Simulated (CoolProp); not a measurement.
Properties of R125 at several states.

Model: reference Helmholtz-energy equation of state, Lemmon 2005, in CoolProp.

```json
[
 {"T (°C)": "34.05", "p (MPa)": "4.97", "phase": "liquid", "density (kg/m³)": "1187", "speed of sound (m/s)": "346.4", "viscosity (µPa s)": "140", "fugacity coefficient": "0.3060"},
 {"T (°C)": "185.95", "p (MPa)": "0.15", "phase": "gas", "density (kg/m³)": "4.739", "speed of sound (m/s)": "184.1", "viscosity (µPa s)": "19.3", "fugacity coefficient": "0.9953"},
 {"T (°C)": "10.85", "p (MPa)": "0.964", "phase": "liquid", "density (kg/m³)": "1267", "speed of sound (m/s)": "…", "viscosity (µPa s)": "175", "fugacity coefficient": "0.8090"},
 {"T (°C)": "12.45", "p (MPa)": "1.38", "phase": "liquid", "density (kg/m³)": "…", "speed of sound (m/s)": "394.8", "viscosity (µPa s)": "172", "fugacity coefficient": "0.5976"},
 {"T (°C)": "222.95", "p (MPa)": "18.4", "phase": "supercritical", "density (kg/m³)": "614.4", "speed of sound (m/s)": "…", "viscosity (µPa s)": "46.3", "fugacity coefficient": "…"},
 {"T (°C)": "56.85", "p (MPa)": "5", "phase": "liquid", "density (kg/m³)": "1031", "speed of sound (m/s)": "237.9", "viscosity (µPa s)": "96.2", "fugacity coefficient": "0.4492"}
]
```

Question: What belongs in the gaps?

Answer: 
- 10.85, speed of sound (m/s): 396.8
- 12.45, density (kg/m³): 1263
- 222.95, speed of sound (m/s): 226.2
- 222.95, fugacity coefficient: 0.7424

Viscosity comes from a separate model (Huber 2006).
